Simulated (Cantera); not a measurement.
# Catalytic stagnation flow on Pt

A jet of CH4 : O2 : N2 = 0.071 : 0.21 : 0.79 (molar parts) at 300 K and 0.0710 bar hits a platinum plate 2.8 cm away at a mass flux of 0.051 kg/m²/s; the plate temperature is set and raised in steps from an oxygen-covered start.

Cantera simulation using Deutschmann's 1995 Pt surface mechanism with GRI-Mech 3.0 gas chemistry; the numbers are that mechanism's predictions, not measurements. Catalytic surfaces can have several steady states; this one follows from the mechanism file's or the stated starting coverage.

```csv
plate T (K),wall x CH4,wall x O2,wall x H2O,wall x OH,wall x CO,wall x CO2,θ free Pt,θ O*,θ OH*
900,0.0511,0.163,0.0286,3.81e-8,1.91e-5,0.0187,0.196,0.803,0.00119
950,0.0418,0.143,0.0461,1.26e-7,2.19e-5,0.0303,0.267,0.731,0.00138
1000,0.0330,0.124,0.0623,3.64e-7,2.37e-5,0.0411,0.343,0.656,0.00143
1050,0.0260,0.110,0.0751,9.09e-7,2.53e-5,0.0497,0.419,0.580,0.00138
1100,0.0208,0.0987,0.0845,2.02e-6,2.71e-5,0.0560,0.492,0.507,0.00127
1150,0.0171,0.0910,0.0911,4.09e-6,2.95e-5,0.0605,0.561,0.438,0.00114
1200,0.0144,0.0856,0.0957,7.69e-6,3.29e-5,0.0636,0.624,0.375,0.00100
1250,0.0125,0.0819,0.0989,1.36e-5,3.76e-5,0.0657,0.682,0.317,0.000869
```
x: mole fraction at the wall; θ: surface coverage.
